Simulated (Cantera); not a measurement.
An isothermal, constant-pressure homogeneous reactor starts with N2O = 1 (molar parts), at 1125 K and 150 Torr. Integrator tolerance rtol = 1e-08.

Detailed kinetics in Cantera: GRI-Mech 3.0 (53 species, 325 reactions). GRI-Mech 3.0 was tuned for natural gas; its chemistry of N2O as a main component is partial and can be far from experiment. The mechanism lacks the step 2 NO + O2 → 2 NO2, which can matter for NO2 below about 1400 K. The temperature is held fixed by assumption; the heat of reaction is taken as removed at once.

Q: What does this change do: pressure from 150 Torr to 645 Torr?

A: 
```tsv
quantity	before	after
x(N2O) at 2.00 s	0.924 (gas-phase equilibrium 3.75e-9)	0.737 (gas-phase equilibrium 7.78e-9)
x(NO) at 2.00 s	0.00386 (gas-phase equilibrium 0.000124)	0.0129 (gas-phase equilibrium 0.000124)
x(N2) at 2.00 s	0.0487 (gas-phase equilibrium 0.667)	0.169 (gas-phase equilibrium 0.667)
x(O2) at 2.00 s	0.0234 (gas-phase equilibrium 0.333)	0.0811 (gas-phase equilibrium 0.333)
x(O) at 2.00 s	5.15e-7 (gas-phase equilibrium 6.00e-9)	4.37e-7 (gas-phase equilibrium 2.89e-9)
```

Q: What does this change do: pressure from 150 Torr to 5.25 Torr?

A: 
```tsv
quantity	before	after
x(N2O) at 2.00 s	0.924 (gas-phase equilibrium 3.75e-9)	0.997 (gas-phase equilibrium 7.02e-10)
x(NO) at 2.00 s	0.00386 (gas-phase equilibrium 0.000124)	0.000145 (gas-phase equilibrium 0.000124)
x(N2) at 2.00 s	0.0487 (gas-phase equilibrium 0.667)	0.00182 (gas-phase equilibrium 0.667)
x(O2) at 2.00 s	0.0234 (gas-phase equilibrium 0.333)	0.000872 (gas-phase equilibrium 0.333)
x(O) at 2.00 s	5.15e-7 (gas-phase equilibrium 6.00e-9)	5.25e-7 (gas-phase equilibrium 3.21e-8)
```
Radical loss at walls, strong at low pressure, is not modelled.
